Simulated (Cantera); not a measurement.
A closed system holds: 1 mol Ti, 0.43 mol C₃H₈, 140 mol H₂, held at 5.30 mbar.

Equilibrium computed with Cantera from the NASA thermochemical tables; the gas is ideal and each condensed phase is pure. Candidate condensed phases: C, C₆H₆, C₇H₈, C₈H₁₈, Ti, TiC; 77 gas species. TiC: taken at fixed stoichiometry. Rates play no part.

Question: Which condensed phases are stable at each of these points (T (K)): 1398, 1498, 1598, 1698, 1798, 1898, 1998, 2098, 2198?

Answer: 
| T (K) | condensed phases | Ti condensed (%) |
|---|---|---|
| 1398 | C(graphite) + TiC(s) | 100.0 |
| 1498 | C(graphite) + TiC(s) | 100.0 |
| 1598 | C(graphite) + TiC(s) | 100.0 |
| 1698 | C(graphite) + TiC(s) | 100.0 |
| 1798 | C(graphite) + TiC(s) | 100.0 |
| 1898 | C(graphite) + TiC(s) | 100.0 |
| 1998 | C(graphite) + TiC(s) | 100.0 |
| 2098 | TiC(s) | 100.0 |
| 2198 | TiC(s) | 99.9 |

From 1398 K to 1998 K the condensed part is C(graphite) + TiC(s). From 2098 K to 2198 K the condensed part is TiC(s).
